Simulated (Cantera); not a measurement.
Feed: 1 mol B₂H₆, 2.9 mol H₂, a varied amount of O₂, equilibrated at 1823.15 K and 0.000180 bar.

Equilibrium computed with Cantera from the NASA thermochemical tables; the gas is ideal and each condensed phase is pure. Candidate condensed phases: B, B₂O₃, B₃O₃H₃, H₂O; 23 gas species. The feed counts by its element totals alone. Kinetics and transport are ignored.

Which condensed phases are stable at each of these points (n(O₂) (mol)): 0.35, 0.4, 0.46, 0.53, 0.61, 0.7, 0.8, 0.92, 1.1, 1.2, 1.4, 1.6, 1.8?


```json
[
 {"n(O₂) (mol)": "0.35", "condensed phases": "B(s)", "B condensed (%)": "64.9"},
 {"n(O₂) (mol)": "0.4", "condensed phases": "B(s)", "B condensed (%)": "59.9"},
 {"n(O₂) (mol)": "0.46", "condensed phases": "B(s)", "B condensed (%)": "53.9"},
 {"n(O₂) (mol)": "0.53", "condensed phases": "B(s)", "B condensed (%)": "46.9"},
 {"n(O₂) (mol)": "0.61", "condensed phases": "B(s)", "B condensed (%)": "38.9"},
 {"n(O₂) (mol)": "0.7", "condensed phases": "B(s)", "B condensed (%)": "29.9"},
 {"n(O₂) (mol)": "0.8", "condensed phases": "B(s)", "B condensed (%)": "19.9"},
 {"n(O₂) (mol)": "0.92", "condensed phases": "B(s)", "B condensed (%)": "7.9"},
 {"n(O₂) (mol)": "1.1", "condensed phases": "gas only", "B condensed (%)": "0.0"},
 {"n(O₂) (mol)": "1.2", "condensed phases": "gas only", "B condensed (%)": "0.0"},
 {"n(O₂) (mol)": "1.4", "condensed phases": "gas only", "B condensed (%)": "0.0"},
 {"n(O₂) (mol)": "1.6", "condensed phases": "gas only", "B condensed (%)": "0.0"},
 {"n(O₂) (mol)": "1.8", "condensed phases": "gas only", "B condensed (%)": "0.0"}
]
```

From 0.35 mol O₂ to 0.92 mol O₂ the condensed part is B(s). From 1.1 mol O₂ to 1.8 mol O₂ nothing is condensed.
